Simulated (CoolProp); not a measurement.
n-dodecane along the isobar 13.9 bar: density (kg/m³) from the reference equation and from simpler models built on Tc = 658.1 K, pc = 18.18 bar, ω = 0.574; each cubic takes its own stable root.

Values from CoolProp's reference Helmholtz-energy equation of state, Lemmon 2004. It is a short technical equation, of lower accuracy than the large ones.

```csv
T (K),phase,reference,Redlich-Kwong,Soave-Redlich-Kwong
526.8,liquid,561.9,422.7,463.1
536.1,liquid,552.2,414.0,454.3
545.4,liquid,542.1,404.9,444.9
554.7,liquid,531.6,395.4,434.9
564.1,liquid,520.5,385.1,424.2
573.4,liquid,508.8,374.3,412.7
582.7,liquid,496.4,362.7,400.4
592,liquid,483.0,350.1,386.8
601.4,liquid,468.3,336.0,371.7
610.7,liquid,452.2,320.0,354.8
620,liquid,433.8,301.0,335.2
```
